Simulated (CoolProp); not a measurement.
The fluid at 473.87 K and 4.09 MPa (stagnation) flows isentropically through a choked orifice. The same conditions are run with several fluids, on thermodynamics alone (safety and materials aside).

Model: reference Helmholtz-energy equation of state of each fluid (n-butane: Bücker 2006; R507A: Lemmon 2003; n-perfluoropentane: Gao 2022; trans-2-butene: Lemmon 2005; R227EA: Lemmon 2016), in CoolProp. Blends and air are pseudo-pure fits.

Q: Rank n-butane, R507A, n-perfluoropentane, trans-2-butene, R227EA by throat to inlet pressure ratio, highest first.

A: n-perfluoropentane (0.685), n-butane (0.631), trans-2-butene (0.627), R227EA (0.618), R507A (0.599)

```tsv
fluid	mass flux (kg/(m² s))	throat temperature (K)
n-butane	10800	452.9
R507A	13400	451.6
n-perfluoropentane	26800	460.8
trans-2-butene	10700	450.3
R227EA	17800	457.9
```
